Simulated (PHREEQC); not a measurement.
Alkaline etch or developer: an equilibrium model

Dissolve 0.025 mol/kgw NaOH, 0.11 mol/kgw NaAlO2 and 0.098 mol/kgw (CH3)4NCl at 25 °C. Closed to the air; pH follows from the charge balance.

All values are PHREEQC results (ion-association model, phreeqc.dat), not measurements.

Each row changes one thing in this solution. This is a speciation only: nothing precipitates in the calculation.

| case | pH | ionic strength (mol/kgw) | Al(OH)3 (mol/kgw) | SI of Gibbsite (Al(OH)3) | SI of Halite (NaCl) |
|---|---|---|---|---|---|
| as made | 12.24 | 0.233 | 2.32e-8 | +1.22 | -3.73 |
| temperature from 25 to 10 °C | ___ | 0.233 | 7.70e-9 | +1.45 | -3.71 |
| NaAlO2 from 0.11 to 0.165 mol/kgw | ___ | 0.288 | 3.45e-8 | +1.40 | -3.60 |
| temperature from 25 to 65 °C | 11.13 | 0.233 | 1.14e-7 | +0.67 | -3.78 |
| diluted 5-fold with water | 11.61 | 0.0466 | 2.36e-8 | +1.21 | -5.01 |
| NaOH from 0.025 to 0.0275 mol/kgw | ___ | 0.235 | 2.10e-8 | +1.18 | -3.72 |
| temperature from 25 to 30 °C | 12.07 | 0.233 | 3.12e-8 | +1.15 | -3.74 |
| temperature from 25 to 40 °C | 11.77 | 0.233 | 5.15e-8 | +1.00 | -3.75 |

What belongs in the gaps?


- temperature from 25 to 10 °C, pH: 12.78
- NaAlO2 from 0.11 to 0.165 mol/kgw, pH: 12.23
- NaOH from 0.025 to 0.0275 mol/kgw, pH: 12.28

Some of these states are supersaturated (in Gibbsite (slow to form), for instance). (CH3)4N+ isn't in the database: it is added as a free cation with an ion size of 4 Å. Constants without temperature data keep their 25 °C values here.
